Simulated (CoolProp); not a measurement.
Saturation properties of dodecamethylcyclohexasiloxane (D6) (Tc = 645.8 K, pc = 961.4 kPa, ω = 0.736).

The numbers come from the reference Helmholtz-energy equation of state, Colonna 2008 in CoolProp. It is a short technical equation, of lower accuracy than the large ones.

```json
[
 {"T (K)": "446", "p (kPa)": "14.54", "enthalpy of vaporisation (kJ/kg)": "118.8", "liquid cp (kJ/(kg K))": "1.872", "vapour Z": "0.9793", "surface tension (mN/m)": "7.87"},
 {"T (K)": "460.1", "p (kPa)": "22.64", "enthalpy of vaporisation (kJ/kg)": "115.2", "liquid cp (kJ/(kg K))": "1.901", "vapour Z": "0.9704", "surface tension (mN/m)": "7.00"},
 {"T (K)": "474.2", "p (kPa)": "34.05", "enthalpy of vaporisation (kJ/kg)": "111.5", "liquid cp (kJ/(kg K))": "1.931", "vapour Z": "0.9591", "surface tension (mN/m)": "6.17"},
 {"T (K)": "488.4", "p (kPa)": "49.79", "enthalpy of vaporisation (kJ/kg)": "107.7", "liquid cp (kJ/(kg K))": "1.962", "vapour Z": "0.9448", "surface tension (mN/m)": "5.38"},
 {"T (K)": "502.5", "p (kPa)": "70.68", "enthalpy of vaporisation (kJ/kg)": "103.7", "liquid cp (kJ/(kg K))": "1.992", "vapour Z": "0.9273", "surface tension (mN/m)": "4.63"},
 {"T (K)": "516.6", "p (kPa)": "97.97", "enthalpy of vaporisation (kJ/kg)": "99.51", "liquid cp (kJ/(kg K))": "2.024", "vapour Z": "0.9061", "surface tension (mN/m)": "3.93"},
 {"T (K)": "530.8", "p (kPa)": "133.2", "enthalpy of vaporisation (kJ/kg)": "95.04", "liquid cp (kJ/(kg K))": "2.058", "vapour Z": "0.8806", "surface tension (mN/m)": "3.26"},
 {"T (K)": "544.9", "p (kPa)": "177.5", "enthalpy of vaporisation (kJ/kg)": "90.25", "liquid cp (kJ/(kg K))": "2.094", "vapour Z": "0.8507", "surface tension (mN/m)": "2.65"},
 {"T (K)": "559", "p (kPa)": "232.6", "enthalpy of vaporisation (kJ/kg)": "85.03", "liquid cp (kJ/(kg K))": "2.134", "vapour Z": "0.8155", "surface tension (mN/m)": "2.08"},
 {"T (K)": "573.2", "p (kPa)": "301.0", "enthalpy of vaporisation (kJ/kg)": "79.16", "liquid cp (kJ/(kg K))": "2.180", "vapour Z": "0.7741", "surface tension (mN/m)": "1.57"}
]
```

It boils at 518.1 K under 1 atm.

Surface tension comes from a separate correlation (Mulero 2014).
